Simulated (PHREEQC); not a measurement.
3.1 g of hydrous ferric oxide (600 m²/g; 0.2 weak and 0.005 strong sites per Fe, Dzombak-Morel constants, diffuse double layer) in 1 kg of water with 0.01 mol/kgw of an inert sodium salt and 1.3 mmol/kgw H3BO3, at 25 °C; the pH is set by adding NaOH or the inert anion's acid. O2 is buffered at 0.21 atm. The system is closed to CO2. Precipitation was switched off in this run.

The numbers come from PHREEQC with the ion-association model, wateq4f.dat.

```
pH   B sorbed (%)  surface charge σ (C/m²)  surface potential ψ (mV)
---  ------------  -----------------------  ------------------------
4             1.1                    0.225                       182
4.5           1.5                    0.166                       168
5             1.8                        …                       151
5.5           2.0                        …                       132
6             2.1                    0.050                       110
6.5           2.1                        …                        86
7               …                        …                        60
7.5           2.1                    0.008                         …
8             2.0                    0.001                         6
8.5           1.8                        …                       -22
9             1.3                   -0.013                       -49
9.5           0.7                   -0.025                       -75
10            0.3                   -0.043                       -99
```

Task: What belongs in the gaps?

Result: 
- 5, surface charge σ (C/m²): 0.117
- 5.5, surface charge σ (C/m²): 0.078
- 6.5, surface charge σ (C/m²): 0.031
- 7, B sorbed (%): 2.2
- 7, surface charge σ (C/m²): 0.017
- 7.5, surface potential ψ (mV): 34
- 8.5, surface charge σ (C/m²): -0.005

Species that the database lacks are ignored.
